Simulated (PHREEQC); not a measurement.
Consider water at 22 °C with 5.3 mmol/kgw H2S, 0.33 mmol/kgw NaCl and 0.1 mmol/kgw FeCl2. Closed to the air; pH follows from the charge balance.

Equilibrium calculation in PHREEQC: ion-association model, wateq4f.dat.

```tsv
quantity	before	after
pH	4.40	5.11
ionic strength (mol/kgw)	0.000631	6.96e-5
HS- (mol/kgw)	1.42e-5	7.06e-6
```

**Question.** Which change was made?
A. diluted 10-fold with water
B. FeCl2 left out
C. FeCl2 from 0.0001 to 2e-05 mol/kgw
D. H2S replaced by NH4HS at the same molality
E. NaCl left out

**Answer.** A, diluted 10-fold with water

Precipitation was switched off in this run. Some of these states are supersaturated (in Mackinawite, for instance).
